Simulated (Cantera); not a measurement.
Si + HBr + H2 (silicon etching in halogen gases)

Charge: 1 mol Si, 1.2 mol HBr, 8.5 mol H2, at 68.0 mbar.

Equilibrium computed with Cantera from the NASA thermochemical tables; the gas is ideal and each condensed phase is pure. Candidate condensed phases: Br2, Si; 19 gas species. The tables' values for SiBr3 are old estimates; treat these amounts as uncertain. Equilibrium is a limit: real reactors are often held back by kinetics, nucleation or transport.

```json
[
 {"T (K)": "798", "log p H2": "-1.18", "log p HBr": "-3.52", "log p SiBr4": "-2.71", "log p SiBr2": "-6.11", "n Si(s)": "0.703"},
 {"T (K)": "873", "log p H2": "-1.19", "log p HBr": "-3.16", "log p SiBr4": "-2.74", "log p SiBr2": "-5.27", "n Si(s)": "0.715"},
 {"T (K)": "948", "log p H2": "-1.19", "log p HBr": "-2.87", "log p SiBr4": "-2.78", "log p SiBr2": "-4.58", "n Si(s)": "0.737"},
 {"T (K)": "1023", "log p H2": "-1.19", "log p HBr": "-2.63", "log p SiBr4": "-2.87", "log p SiBr2": "-4.01", "n Si(s)": "0.766"},
 {"T (K)": "1098", "log p H2": "-1.20", "log p HBr": "-2.45", "log p SiBr4": "-3.02", "log p SiBr2": "-3.56", "n Si(s)": "0.798"},
 {"T (K)": "1173", "log p H2": "-1.21", "log p HBr": "-2.32", "log p SiBr4": "-3.28", "log p SiBr2": "-3.24", "n Si(s)": "0.821"},
 {"T (K)": "1248", "log p H2": "-1.21", "log p HBr": "-2.26", "log p SiBr4": "-3.69", "log p SiBr2": "-3.05", "n Si(s)": "0.829"},
 {"T (K)": "1323", "log p H2": "-1.21", "log p HBr": "-2.24", "log p SiBr4": "-4.21", "log p SiBr2": "-2.96", "n Si(s)": "0.826"}
]
```
log p: log10 of the partial pressure in bar; n: condensed amount in mol.

From 798 K to 1323 K the condensed part is Si(s). The main Si-bearing gas is SiBr4 at 798 K and SiBr2 at 1323 K. The share of Si in condensed phases is highest at 1248 K (82.9 %) and lowest at 798 K (70.3 %).
